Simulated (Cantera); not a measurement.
A closed system holds: 1 mol CHF3, 0.21 mol CH4, 0.46 mol Cl2, equilibrated at 0.100 bar.

These are equilibrium values from Cantera (NASA tables, ideal gas, pure condensed phases), not measurements of a reactor. Candidate condensed phases: C, C6H6, C7H8, C8H18; 118 gas species. The tables' values for CCl are old estimates; treat these amounts as uncertain. Equilibrium is a limit: real reactors are often held back by kinetics, nucleation or transport.

x: gas mole fraction; n: condensed amount in mol.

```
T (K)   x HF    x F   x Cl     x C3    x CF    x CF2      x H  n C(graphite)
-----  -----  -----  -----  -------  ------  -------  -------  -------------
3025   0.469  0.227  0.234  0.00406  0.0276   0.0276  0.00389          0.942
3075   0.463  0.232  0.232  0.00680  0.0312   0.0227  0.00551          0.907
3125   0.455  0.236  0.229   0.0112  0.0350   0.0186  0.00773          0.843
3175   0.444  0.238  0.225   0.0181  0.0387   0.0151   0.0107            ___
3225   0.430  0.238  0.220   0.0289  0.0424   0.0122   0.0147            ___
3275   0.410  0.237  0.213   0.0453  0.0460  0.00975   0.0199            ___
3325   0.389  0.237  0.206   0.0614  0.0479  0.00761   0.0262            ___
```

**Question.** Fill in the missing entries.

**Answer.** 
- 3175, n C(graphite): 0.738
- 3225, n C(graphite): 0.566
- 3275, n C(graphite): 0.289
- 3325, n C(graphite): 0
